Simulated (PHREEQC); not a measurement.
A solution holds 0.0052 mol KF per kg of water, at 35 °C. Closed to the air; pH follows from the charge balance.

The numbers come from PHREEQC with the ion-association model, phreeqc.dat.

Precipitation was switched off in this run.

Problem. What pH does the model give?

Solution. pH 7.32.
